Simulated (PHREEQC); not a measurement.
Metal-bearing waste water (model solution)

Solution (25 °C): 0.2 mol FeCl3, 0.013 mol NiCl2 and 0.00017 mol H2SO4 per kg of water. Closed to the air; pH follows from the charge balance.

All values are PHREEQC results (ion-association model, wateq4f.dat), not measurements.

Precipitation was switched off in this run.

Estimate the pH.

pH 1.88.

In which forms is Fe present?

FeCl+2 57 %, FeCl2+ 17 %, Fe+3 17 %, Fe2(OH)2+4 4.5 %, FeOH+2 3.3 %, Fe3(OH)4+5 0.6 % of the Fe.

Examples of supersaturated solids here: Hematite (slow to form), Goethite (slow to form). Others may be too.
